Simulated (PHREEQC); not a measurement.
FeCl3 is added in steps, without added water, to 1 kg of water holding 1.1 mmol/kgw CdCl2, 2.8 mmol/kgw KCl and 28 mmol/kgw HCl, at 20 °C. Oxygen is held at 0.21 atm. CO2 is held at log p = -1 (atm). Only these solids could form: Fe(OH)3(a), Sylvite, Cd(OH)2, Otavite.

Base run: PHREEQC, ion-association model, phreeqc.dat. Each further column changes one thing. The table gives pH.

```tsv
FeCl3 added (mol)	base	HCl from 0.028 to 0.0056 mol/kgw	KCl replaced by (CH3)4NCl at the same molality	temperature from 20 to 55 °C	no solid may form
0	1.61	2.29	1.61	1.62	1.61
0.002125	1.62	2.25	1.62	1.61	1.62
0.003187	1.62	2.23	1.62	1.61	1.62
0.005313	1.62	2.20	1.62	1.61	1.62
0.006375	1.62	2.19	1.62	1.61	1.62
0.0085	1.62	?	1.62	1.60	1.62
0.01063	1.62	?	1.62	1.60	1.62
0.01169	1.62	?	1.62	1.60	1.62
0.01381	1.62	2.10	1.62	1.59	1.62
0.01487	1.62	?	1.62	1.59	1.62
0.017	1.62	?	1.62	1.59	1.62
```

### Question
What belongs in the gaps?

### Answer

- 0.0085, HCl from 0.028 to 0.0056 mol/kgw: 2.16
- 0.01063, HCl from 0.028 to 0.0056 mol/kgw: 2.13
- 0.01169, HCl from 0.028 to 0.0056 mol/kgw: 2.12
- 0.01487, HCl from 0.028 to 0.0056 mol/kgw: 2.09
- 0.017, HCl from 0.028 to 0.0056 mol/kgw: 2.07

 (CH3)4N+ isn't in the database: it is added as a free cation with an ion size of 4 Å. Away from 25 °C the constants follow the database's enthalpies or fits; those with neither stay at their 25 °C values. Solids allowed in the column 'KCl replaced by (CH3)4NCl at the same molality': Fe(OH)3(a), Cd(OH)2, Otavite.
